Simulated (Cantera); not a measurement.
A perfectly stirred reactor is fed with 9.70 % CO, 0.708 % H2, 10.7 % CH4, 16.6 % O2, 62.3 % N2, equivalence ratio 1.6, at 4.34 atm; it is adiabatic with a 625 K inlet, and is followed from long to short residence time, starting on the burning branch (τ in s: 0.5, 0.19, 0.072, 0.027, 0.01, 0.0039, 0.0015, 0.00056, 0.00021, 8e-05).

Detailed kinetics in Cantera: GRI-Mech 3.0 (53 species, 325 reactions).

One state of this run: T (K) = 2171; x CO = 0.130; x H2 = 0.0588; x CH4 = 0.000202; x NO2 = 1.17e-9; x O2 = 0.000101. x: mole fraction; the columns are a selection and need not sum to one.

Problem. Which value of τ (s) does it belong to?
(A) 0.0015
(B) 0.00056
(C) 0.027
(D) 0.50

Solution. C, 0.027
